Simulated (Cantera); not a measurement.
## Premixed flame

A freely propagating, adiabatic, planar premixed flame of 17.2 % CO, 4.47 % H2, 5.32 % CH4, 15.3 % O2, 57.7 % N2, unburnt at 475 K and 3.85 atm; unity-Lewis-number transport, grid criteria slope 0.08 and curve 0.16, no radiation.

Model: GRI-Mech 3.0 (53 species, 325 reactions), integrated in Cantera. Unity Lewis numbers drop preferential diffusion, which matters most where H2 and H carry the flame. Burning velocities carry a grid error of a few per cent, more on coarse grids.

```
z (mm)   T (K)  u (m/s)   x CO    x H2     x CH4    x HCN   x C2H4     x HO2
-------  -----  -------  -----  ------  --------  -------  -------  --------
-0.293     475    0.757  0.172  0.0446    0.0532    <1e-8  1.85e-8   7.47e-8
-0.195     478    0.760  0.172  0.0446    0.0532    <1e-8  2.51e-7   1.01e-6
-0.147     488    0.777  0.172  0.0445    0.0528  2.14e-8  1.27e-6   5.15e-6
-0.0977    559    0.890  0.171  0.0439    0.0505  1.41e-7  8.30e-6   3.43e-5
-0.0488    951     1.51  0.166  0.0400    0.0367  8.43e-7  4.84e-5  0.000164
-0.0244   1360     2.14  0.161  0.0355    0.0207  1.69e-6  8.47e-5  0.000186
0         1776     2.79  0.150  0.0285   0.00436  2.76e-6  5.18e-5   7.54e-5
0.0244    1965     3.07  0.134  0.0225  0.000221  2.03e-6  1.99e-6   1.90e-5
0.0488    2046     3.18  0.123  0.0222   6.82e-6  8.38e-7  2.31e-8   1.01e-5
0.0977    2133     3.29  0.115  0.0228   1.65e-8  1.53e-7    <1e-8   5.44e-6
0.195     2213     3.39  0.112  0.0220     <1e-8  1.23e-8    <1e-8   2.62e-6
0.391     2270     3.46  0.110  0.0211     <1e-8    <1e-8    <1e-8   1.01e-6
0.781     2303     3.50  0.109  0.0207     <1e-8    <1e-8    <1e-8   3.14e-7
```
x: mole fraction of selected species; z is measured from the peak of heat release.

laminar burning velocity: 75.6 cm/s
thermal thickness: 0.0977 mm
peak x(HCN): 2.82e-6
peak x(C2H4): 9.01e-5
peak x(HO2): 0.000190
grid points: 142
